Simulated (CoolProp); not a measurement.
Cyclohexane along the isotherm 317 K: fugacity coefficient from the reference equation and from simpler models built on Tc = 553.6 K, pc = 4.081 MPa, ω = 0.209; each cubic takes its own stable root.

Model: reference Helmholtz-energy equation of state, Zhou 2014, in CoolProp.

| p (MPa) | phase | reference | van der Waals | Redlich-Kwong | Soave-Redlich-Kwong | Peng-Robinson |
|---|---|---|---|---|---|---|
| 0.0194 | gas | 0.9900 | 0.9949 | 0.9925 | 0.9919 | 0.9916 |
| 0.0313 | liquid | 0.9033 | 0.9918 | ___ | 0.9118 | 0.9404 |
| 0.0505 | liquid | 0.5603 | 0.9868 | 0.9762 | 0.5656 | 0.5833 |
| 0.0816 | liquid | 0.3472 | 0.9786 | 0.6050 | 0.3505 | 0.3615 |
| 0.132 | liquid | 0.2151 | 0.9655 | 0.3749 | 0.2172 | 0.2239 |
| 0.213 | liquid | 0.1338 | 0.9442 | 0.2332 | 0.1351 | 0.1392 |
| 0.344 | liquid | 0.08328 | 0.7312 | 0.1453 | 0.08414 | 0.08665 |
| 0.556 | liquid | 0.05199 | ___ | 0.09076 | 0.05256 | 0.05407 |
| 0.898 | liquid | 0.03266 | 0.2909 | 0.05709 | 0.03305 | 0.03394 |
| 1.45 | liquid | 0.02070 | 0.1870 | 0.03627 | 0.02098 | 0.02149 |
| 2.34 | liquid | 0.01332 | 0.1231 | 0.02341 | 0.01354 | 0.01380 |
| 3.79 | liquid | 0.008740 | 0.08377 | ___ | 0.008920 | 0.009026 |
| 6.12 | liquid | 0.005969 | 0.06059 | 0.01064 | 0.006132 | 0.006133 |

### Question
Some entries are withheld; supply them.

### Answer

- 0.0313, Redlich-Kwong: 0.9880
- 0.556, van der Waals: 0.4590
- 3.79, Redlich-Kwong: 0.01545

At some of these states van der Waals, Redlich-Kwong gives the other phase, because its saturation line lies elsewhere.
